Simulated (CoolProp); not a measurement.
Computed with CoolProp (reference Helmholtz-energy equation of state, Span 1996).

Problem. For carbon dioxide, give the phase and the cv (kJ/(kg K)) at 722.2 K and 0.0139 MPa; 427.6 K and 8.27 MPa; 916.7 K and 3.71 MPa.

Solution. 
- 722.2 K and 0.0139 MPa: gas; cv 0.948
- 427.6 K and 8.27 MPa: supercritical; cv 0.820
- 916.7 K and 3.71 MPa: gas; cv 1.02
